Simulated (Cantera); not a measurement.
A Cantera script and its output.

```python
import numpy as np
import cantera as ct

gas = ct.Solution("h2o2.yaml")
gas.TPX = 525, 340000, {'H2': 1, 'O2': 0.238, 'N2': 0.895}
flame = ct.FreeFlame(gas, width=0.017)
flame.set_refine_criteria(ratio=3, slope=0.08, curve=0.16)
flame.transport_model = "mixture-averaged"
flame.solve(loglevel=0, auto=True)
flame.transport_model = "multicomponent"
flame.soret_enabled = False
flame.solve(loglevel=0, refine_grid=True)
z, T = flame.grid, flame.T
thick = (T[-1] - T[0]) / np.gradient(T, z).max()
show = ['H2', 'O2', 'O', 'HO2', 'H2O', 'OH']
print(f"laminar burning velocity  {flame.velocity[0] * 100:.3f} cm/s")
print(f"burnt temperature         {T[-1]:.1f} K")
print(f"thermal thickness         {thick * 1e3:.4f} mm")
print(f"grid points               {len(z)}")
z0 = z[flame.heat_release_rate.argmax()]
print(f"{'z/mm':>9s}{'T/K':>9s}{'u/(m/s)':>9s}" + "".join(f"{s:>11s}" for s in show))
rows = []
for k in (-3, -2, -1.5, -1, -0.5, -0.25, 0, 0.25, 0.5, 1, 2, 4, 8):
    zz = z0 + k * thick
    rows.append([k * thick, np.interp(zz, z, T), np.interp(zz, z, flame.velocity),
                 *(np.interp(zz, z, flame.X[gas.species_index(s)]) for s in show)])
    print(f"{rows[-1][0] * 1e3:9.3f}{rows[-1][1]:9.1f}{rows[-1][2]:9.3f}" + "".join(f"{x:11.3e}" for x in rows[-1][3:]))
```

Output:

```
laminar burning velocity  711.303 cm/s
burnt temperature         2202.2 K
thermal thickness         0.0890 mm
grid points               115
     z/mm      T/K  u/(m/s)         H2         O2          O        HO2        H2O         OH
   -0.267    525.0    7.113  4.688e-01  1.116e-01  2.024e-13  9.262e-12  4.117e-11  4.236e-15
   -0.178    525.0    7.113  4.688e-01  1.116e-01  9.687e-12  3.993e-10  1.514e-09  2.028e-13
   -0.134    525.0    7.113  4.688e-01  1.116e-01  3.787e-10  1.526e-08  4.489e-08  7.946e-12
   -0.089    525.5    7.118  4.687e-01  1.116e-01  2.279e-08  1.314e-06  2.703e-06  7.273e-10
   -0.045    576.6    7.739  4.621e-01  1.115e-01  1.270e-05  5.172e-04  1.880e-03  8.122e-05
   -0.022    872.1   11.406  4.282e-01  1.024e-01  2.747e-04  4.691e-04  2.802e-02  8.322e-04
    0.000   1277.1   16.239  3.546e-01  7.178e-02  1.713e-03  2.052e-04  9.700e-02  1.748e-03
    0.022   1560.0   19.569  2.818e-01  3.042e-02  2.340e-03  8.014e-05  1.784e-01  3.199e-03
    0.045   1702.5   21.228  2.500e-01  9.315e-03  1.466e-03  2.375e-05  2.201e-01  3.670e-03
    0.089   1823.7   22.587  2.431e-01  1.094e-03  7.182e-04  2.722e-06  2.378e-01  3.781e-03
    0.178   1929.7   23.730  2.502e-01  2.085e-04  4.363e-04  6.138e-07  2.417e-01  3.495e-03
    0.356   2024.3   24.724  2.581e-01  9.744e-05  2.302e-04  3.176e-07  2.445e-01  2.837e-03
    0.712   2097.8   25.477  2.644e-01  4.248e-05  1.012e-04  1.505e-07  2.469e-01  2.034e-03
```

Model: the H2/O2 subset of GRI-Mech 3.0, which has no nitrogen chemistry, integrated in Cantera. The hydrogen kinetics of GRI-Mech 3.0 are dated; newer H2 mechanisms differ, most at raised pressure. Burning velocities carry a grid error of a few per cent, more on coarse grids.
